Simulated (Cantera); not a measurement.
Input: 1 mol PbO, 1.2 mol CO, 0.77 mol H2, at 873.15 K and 100 Torr.

Equilibrium computed with Cantera from the NASA thermochemical tables; the gas is ideal and each condensed phase is pure. Candidate condensed phases: C, C6H6, C7H8, C8H18, H2O, Pb, PbO, PbO2, Pb3O4; 113 gas species. Equilibrium is a limit: real reactors are often held back by kinetics, nucleation or transport.

Base state: CO2 0.368, H2 0.248, CO 0.242, H2O 0.142, CH4 0.000880 (mole fractions); condensed: Pb(l).

What changes in the equilibrium state with this change: CO from 1.2 to 0.091 mol?


```json
[
 {"species": "H2O", "before": "0.142", "after": "0.894"},
 {"species": "CO2", "before": "0.368", "after": "0.106"},
 {"species": "H2", "before": "0.248", "after": "7.95e-5"},
 {"species": "CO", "before": "0.242", "after": "3.53e-6"},
 {"species": "CH4", "before": "0.000880", "after": "<1e-9"},
 {"species": "Pb(l), mol", "before": "1.000", "after": "0.861"},
 {"species": "PbO(yellow), mol", "before": "0", "after": "0.139"}
]
```
